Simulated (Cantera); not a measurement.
A closed system holds: 1 mol Ta(OEt)₅, a varied amount of H₂O, 9.5 mol H₂, equilibrated at 3.80e-5 bar.

Equilibrium computed with Cantera from the NASA thermochemical tables; the gas is ideal and each condensed phase is pure. Candidate condensed phases: C, C₆H₆, C₇H₈, C₈H₁₈, H₂O, Ta, TaC, Ta₂O₅; 113 gas species. The feed counts by its element totals alone. Mutual solubility and eutectic melting of coexisting phases are not modelled. TaC: taken at fixed stoichiometry. Condensed phases not in the tables: Ta₂C, N, O or C dissolved in the metal. Kinetics and transport are ignored.

Stable condensed phases, one row left out:

```
T in °C \ n(H₂O) in mol
         0.4   2 3.6 5.2 6.8 8.3 9.9
   2600    A   A   A   B   C   C   C
   2450    A   A   A   B   C   C   C
   2150    D   D   A   B   C   C   C
   2000    D   D   D   B   C   C   C
   1850    D   D   D   B   C   C   C
   1700    D   D   D   B   E   F   F
   1550    D   D   D   E   E   F   F
   1400    D   D   D   E   E   F   F
   1250    D   D   D   G   G   F   F
   1100    D   D   D   G   G   F   F
    950    D   D   D   G   G   F   F
    800    D   D   D   G   G   F   F
    650    D   D   D   G   G   F   F
```

A: TaC; B: Ta; C: gas only; D: C + TaC; E: Ta + Ta₂O₅; F: Ta₂O₅; G: TaC + Ta₂O₅.

Task: Give the row for 2300 °C.

Result: 0.4: TaC; 2: TaC; 3.6: TaC; 5.2: Ta; 6.8: gas only; 8.3: gas only; 9.9: gas only.
